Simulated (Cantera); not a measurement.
# Roasting and sulfation: Fe₂O₃ + H₂S + H₂O

A closed system holds: 1 mol Fe₂O₃, 0.18 mol H₂S, 2.6 mol H₂O, at 0.100 bar.

Cantera equilibrium calculation (NASA polynomials, part measured and part estimated; ideal gas, pure solids and liquids). Candidate condensed phases: Fe, FeO, Fe(OH)₂, Fe(OH)₃, FeS, FeSO₄, FeS₂, Fe₂O₃, Fe₂(SO₄)₃, Fe₃O₄, H₂O, H₂SO₄, S; 22 gas species. Mutual solubility and eutectic melting of coexisting phases are not modelled. The tables' stoichiometric FeO is somewhat more stable than real wüstite, so its field is too wide. FeO, FeS: taken at fixed stoichiometry. Gases not in the tables: S₃ to S₇. Rates play no part.

```json
[
 {"T (K)": "823", "log p H₂O": "-1.02", "log p SO₂": "-2.41", "log p H₂": "-4.08", "log p H₂S": "-2.93", "log p S₂": "-3.97", "n FeS(s)": "0.0266", "n Fe₃O₄(s)": "0.658", "n FeO(s)": "0", "n FeO(l)": "0"},
 {"T (K)": "898", "log p H₂O": "-1.02", "log p SO₂": "-2.41", "log p H₂": "-3.68", "log p H₂S": "-2.90", "log p S₂": "-3.77", "n FeS(s)": "0.0214", "n Fe₃O₄(s)": "0.660", "n FeO(s)": "0", "n FeO(l)": "0"},
 {"T (K)": "973", "log p H₂O": "-1.03", "log p SO₂": "-2.41", "log p H₂": "-3.34", "log p H₂S": "-2.87", "log p S₂": "-3.60", "n FeS(s)": "0.0142", "n Fe₃O₄(s)": "0.662", "n FeO(s)": "0", "n FeO(l)": "0"},
 {"T (K)": "1048", "log p H₂O": "-1.03", "log p SO₂": "-2.41", "log p H₂": "-3.05", "log p H₂S": "-2.85", "log p S₂": "-3.44", "n FeS(s)": "0.00457", "n Fe₃O₄(s)": "0.665", "n FeO(s)": "0", "n FeO(l)": "0"},
 {"T (K)": "1123", "log p H₂O": "-1.03", "log p SO₂": "-2.39", "log p H₂": "-2.82", "log p H₂S": "-2.89", "log p S₂": "-3.38", "n FeS(s)": "0", "n Fe₃O₄(s)": "0.667", "n FeO(s)": "0", "n FeO(l)": "0"},
 {"T (K)": "1198", "log p H₂O": "-1.04", "log p SO₂": "-2.37", "log p H₂": "-2.64", "log p H₂S": "-2.98", "log p S₂": "-3.39", "n FeS(s)": "0", "n Fe₃O₄(s)": "0.667", "n FeO(s)": "0", "n FeO(l)": "0"},
 {"T (K)": "1273", "log p H₂O": "-1.04", "log p SO₂": "-2.31", "log p H₂": "-2.53", "log p H₂S": "-3.18", "log p S₂": "-3.54", "n FeS(s)": "0", "n Fe₃O₄(s)": "0.640", "n FeO(s)": "0.0798", "n FeO(l)": "0"},
 {"T (K)": "1348", "log p H₂O": "-1.04", "log p SO₂": "-2.23", "log p H₂": "-2.61", "log p H₂S": "-3.86", "log p S₂": "-4.33", "n FeS(s)": "0", "n Fe₃O₄(s)": "0.551", "n FeO(s)": "0.346", "n FeO(l)": "0"},
 {"T (K)": "1423", "log p H₂O": "-1.04", "log p SO₂": "-2.22", "log p H₂": "-2.68", "log p H₂S": "-4.52", "log p S₂": "-5.15", "n FeS(s)": "0", "n Fe₃O₄(s)": "0.526", "n FeO(s)": "0.422", "n FeO(l)": "0"},
 {"T (K)": "1498", "log p H₂O": "-1.04", "log p SO₂": "-2.22", "log p H₂": "-2.74", "log p H₂S": "-5.14", "log p S₂": "-5.92", "n FeS(s)": "0", "n Fe₃O₄(s)": "0.515", "n FeO(s)": "0.455", "n FeO(l)": "0"},
 {"T (K)": "1573", "log p H₂O": "-1.03", "log p SO₂": "-2.22", "log p H₂": "-2.80", "log p H₂S": "-5.69", "log p S₂": "-6.61", "n FeS(s)": "0", "n Fe₃O₄(s)": "0.508", "n FeO(s)": "0.477", "n FeO(l)": "0"},
 {"T (K)": "1648", "log p H₂O": "-1.03", "log p SO₂": "-2.22", "log p H₂": "-2.85", "log p H₂S": "-6.21", "log p S₂": "-7.25", "n FeS(s)": "0", "n Fe₃O₄(s)": "0.502", "n FeO(s)": "0.494", "n FeO(l)": "0"},
 {"T (K)": "1723", "log p H₂O": "-1.03", "log p SO₂": "-2.22", "log p H₂": "-3.00", "log p H₂S": "-6.97", "log p S₂": "-8.23", "n FeS(s)": "0", "n Fe₃O₄(s)": "0.489", "n FeO(s)": "0", "n FeO(l)": "0.531"},
 {"T (K)": "1798", "log p H₂O": "-1.03", "log p SO₂": "-2.22", "log p H₂": "-3.14", "log p H₂S": "-7.68", "log p S₂": "-9.15", "n FeS(s)": "0", "n Fe₃O₄(s)": "0.478", "n FeO(s)": "0", "n FeO(l)": "0.565"}
]
```
log p: log10 of the partial pressure in bar; n: condensed amount in mol.

From 823 K to 1048 K the condensed part is FeS(s) + Fe₃O₄(s). From 1123 K to 1198 K the condensed part is Fe₃O₄(s). From 1273 K to 1648 K the condensed part is FeO(s) + Fe₃O₄(s). From 1723 K to 1798 K the condensed part is FeO(l) + Fe₃O₄(s).
